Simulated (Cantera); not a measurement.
Charge: 1 mol SiO₂, 1.3 mol HF, 16 mol H₂, 2.7 mol SiCl₄, at 20.3 Torr.

These are equilibrium values from Cantera (NASA tables, ideal gas, pure condensed phases), not measurements of a reactor. Candidate condensed phases: H₂O, Si, SiO₂; 52 gas species. The tables' values for SiCl₃, SiF₃ are old estimates; treat these amounts as uncertain. The tables hold silica as quartz up to 1696 K and as liquid above; real silica turns to tridymite and cristobalite and melts near 1996 K. Equilibrium is a limit: real reactors are often held back by kinetics, nucleation or transport. All values below are at 1150 K.

Base state: H₂ 0.762, HCl 0.105, SiCl₄ 0.0868, SiF₄ 0.0148, SiHCl₃ 0.0128, SiCl₂ 0.00867, SiCl₃ 0.00830, SiHF₃ 0.00122 (mole fractions); condensed: SiO₂(β-quartz).

Task: What changes in the equilibrium state with this change: pressure from 20.3 Torr to 1.00 Torr?

Result: 
```tsv
species	before	after
H₂	0.762	0.708
HCl	0.105	0.164
SiCl₄	0.0868	0.0531
SiCl₂	0.00867	0.0408
SiHCl₃	0.0128	0.00466
SiCl₃	0.00830	0.0141
SiF₄	0.0148	0.0143
SiO	2.31e-6	6.26e-5
SiF₂	9.42e-6	5.57e-5
SiO₂(β-quartz), mol	1.000	0.999
```
The tables' values for SiCl₃, SiF₃, SiF₂ are old estimates; treat these amounts as uncertain.
